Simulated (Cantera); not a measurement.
Input (Python, Cantera):

```python
import numpy as np
import cantera as ct

gas = ct.Solution("h2o2.yaml")
gas.TPX = 573, 660000, {'H2': 1, 'O2': 0.312, 'N2': 1.17, 'H2O': 0.065}
inlet = ct.Reservoir(gas, clone=True)
gas.equilibrate("HP")  # start burning
reactor = ct.IdealGasConstPressureReactor(gas, energy="on", clone=False)
exhaust = ct.Reservoir(gas, clone=True)
tau = [0.028, 0.013, 0.0064, 0.0031, 0.0015, 0.0007, 0.00033, 0.00016, 7.6e-05, 3.6e-05, 1.7e-05, 8.3e-06, 4e-06][0]
for a, b in ((inlet, reactor), (reactor, exhaust)):
    ct.MassFlowController(a, b, mdot=lambda t: reactor.mass / tau)
net = ct.ReactorNet([reactor])
show = ['H2', 'O2', 'H2O', 'H2O2', 'H', 'OH']

rows = []
print(f"{'tau/s':>10s}{'T/K':>9s}" + "".join(f"{s:>11s}" for s in show))
for tau in [0.028, 0.013, 0.0064, 0.0031, 0.0015, 0.0007, 0.00033, 0.00016, 7.6e-05, 3.6e-05, 1.7e-05, 8.3e-06, 4e-06]:
    net.initial_time = 0.0
    net.advance(30 * tau)
    before = gas.X
    net.advance(40 * tau)
    drift = np.max(np.abs(gas.X - before) / (gas.X + 1e-9))
    rows.append([gas.T, *gas[show].X, drift])
    print(f"{tau:10.3e}{gas.T:9.1f}" + "".join(f"{x:11.3e}" for x in gas[show].X))
```

Result:

```
     tau/s      T/K         H2         O2        H2O       H2O2          H         OH
 2.800e-02   2368.7  1.672e-01  2.029e-05  3.069e-01  1.291e-08  2.448e-03  7.925e-04
 1.300e-02   2366.6  1.671e-01  3.542e-05  3.068e-01  1.702e-08  2.691e-03  8.688e-04
 6.400e-03   2363.1  1.670e-01  5.967e-05  3.065e-01  2.451e-08  3.101e-03  9.971e-04
 3.100e-03   2357.2  1.667e-01  9.960e-05  3.060e-01  3.892e-08  3.810e-03  1.216e-03
 1.500e-03   2347.7  1.663e-01  1.621e-04  3.053e-01  6.508e-08  4.934e-03  1.556e-03
 7.000e-04   2332.7  1.657e-01  2.660e-04  3.042e-01  1.124e-07  6.709e-03  2.076e-03
 3.300e-04   2311.1  1.649e-01  4.323e-04  3.025e-01  1.863e-07  9.237e-03  2.778e-03
 1.600e-04   2281.9  1.638e-01  6.924e-04  3.003e-01  2.879e-07  1.261e-02  3.646e-03
 7.600e-05   2240.5  1.625e-01  1.131e-03  2.971e-01  4.284e-07  1.729e-02  4.719e-03
 3.600e-05   2184.0  1.609e-01  1.863e-03  2.927e-01  6.193e-07  2.348e-02  5.904e-03
 1.700e-05   2109.0  1.595e-01  3.104e-03  2.867e-01  8.959e-07  3.135e-02  7.019e-03
 8.300e-06   2017.6  1.588e-01  5.132e-03  2.790e-01  1.308e-06  4.018e-02  7.740e-03
 4.000e-06   1902.7  1.610e-01  8.868e-03  2.679e-01  2.007e-06  4.928e-02  7.794e-03
```

Model: the H2/O2 subset of GRI-Mech 3.0, which has no nitrogen chemistry, integrated in Cantera. The hydrogen kinetics of GRI-Mech 3.0 are dated; newer H2 mechanisms differ, most at raised pressure.
